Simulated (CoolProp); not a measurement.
Saturation properties of fluoroethane (R161) (Tc = 375.2 K, pc = 5.010 MPa, ω = 0.216).

Model: reference Helmholtz-energy equation of state, Wu 2012, in CoolProp.

```csv
T (K),p (MPa),liquid density (kg/m³),vapour density (kg/m³)
213.4,0.03232,848.3,___
216,___,844.8,1.019
218.5,0.04303,841.4,1.159
221,0.04924,838.0,1.314
223.6,0.05644,834.5,___
226.1,0.06413,831.1,1.680
228.7,0.07300,827.4,1.895
231.2,___,824.0,___
233.8,0.09323,820.3,2.381
236.3,0.1046,816.7,2.652
238.8,0.1171,813.1,2.946
```

Q: What belongs in the gaps?

A: 
- 213.4, vapour density (kg/m³): 0.8880
- 216, p (MPa): 0.03747
- 223.6, vapour density (kg/m³): 1.492
- 231.2, p (MPa): 0.08243
- 231.2, vapour density (kg/m³): 2.123

It boils at 235.6 K under 1 atm.
